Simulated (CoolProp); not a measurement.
Vapour-liquid equilibrium of n-decane (1) + n-dodecane (2) at 446.6 K; x and y are mole fractions of (1).

Model: multi-fluid Helmholtz-energy mixture model, Lemmon 2006 and Lemmon 2004; pair parameters Bell 2016, in CoolProp.

Task: Give the bubble pressure and the first vapour's composition at x = 0.05, 0.85, 0.95. Is there an azeotrope?

Result: x = 0.05: 35.44 kPa, y = 0.131; x = 0.85: 89.34 kPa, y = 0.942; x = 0.95: 96.17 kPa, y = 0.982. No azeotrope shows between x = 0.05 and 0.95.

Pair parameters are fitted to limited data, so mixtures are less certain than the pure fluids.
